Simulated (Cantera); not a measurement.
Gas activation for diamond growth

A perfectly stirred reactor is fed with CH4 : H2 : CO2 = 0.012 : 1 : 0.005 (molar parts), at 0.240 bar; it is held at 1725 K, and followed from long to short residence time.

Cantera simulation using GRI-Mech 3.0 (53 species, 325 reactions); the numbers are that mechanism's predictions, not measurements. GRI-Mech 3.0 stops at C3 and has no aromatics, soot or wall deposition, so with more carbon than oxygen in the feed, carbon stays in small species such as C2H2 where larger ones or solid carbon would form.

```json
[
 {"τ (s)": "2.2", "x CH4": "0.00472", "x H2": "0.982", "x CO2": "4.79e-5", "x O": "2.81e-11", "x OH": "9.64e-8"},
 {"τ (s)": "0.90", "x CH4": "0.00631", "x H2": "0.981", "x CO2": "0.000107", "x O": "2.88e-11", "x OH": "9.84e-8"},
 {"τ (s)": "0.36", "x CH4": "0.00810", "x H2": "0.980", "x CO2": "0.000252", "x O": "2.84e-11", "x OH": "9.69e-8"},
 {"τ (s)": "0.14", "x CH4": "0.00971", "x H2": "0.980", "x CO2": "0.000597", "x O": "2.66e-11", "x OH": "9.12e-8"},
 {"τ (s)": "0.057", "x CH4": "0.0107", "x H2": "0.980", "x CO2": "0.00126", "x O": "2.30e-11", "x OH": "7.98e-8"},
 {"τ (s)": "0.023", "x CH4": "0.0113", "x H2": "0.981", "x CO2": "0.00231", "x O": "1.71e-11", "x OH": "6.16e-8"},
 {"τ (s)": "0.0092", "x CH4": "0.0116", "x H2": "0.982", "x CO2": "0.00348", "x O": "1.03e-11", "x OH": "4.05e-8"},
 {"τ (s)": "0.0037", "x CH4": "0.0117", "x H2": "0.982", "x CO2": "0.00434", "x O": "4.70e-12", "x OH": "2.32e-8"},
 {"τ (s)": "0.0015", "x CH4": "0.0118", "x H2": "0.983", "x CO2": "0.00476", "x O": "1.47e-12", "x OH": "1.16e-8"},
 {"τ (s)": "0.00059", "x CH4": "0.0118", "x H2": "0.983", "x CO2": "0.00489", "x O": "<1e-12", "x OH": "4.95e-9"},
 {"τ (s)": "0.00023", "x CH4": "0.0118", "x H2": "0.983", "x CO2": "0.00491", "x O": "<1e-12", "x OH": "1.96e-9"}
]
```
x: mole fraction; the columns are a selection and need not sum to one.
